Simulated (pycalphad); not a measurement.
CALPHAD calculation (pycalphad, COST 507 light-alloy database (1999)), 1 atm. These are 1990s assessments: newer ones move some temperatures and phases. Amounts are mole fractions of atoms.

Problem. Give the equilibrium state of Sn-28.58Si (wt.%) at 1102 °C.

Solution. diamond (Si), fraction 0.604, with >99.99 Si wt.%; liquid, fraction 0.396, with 1.6 Si wt.%.
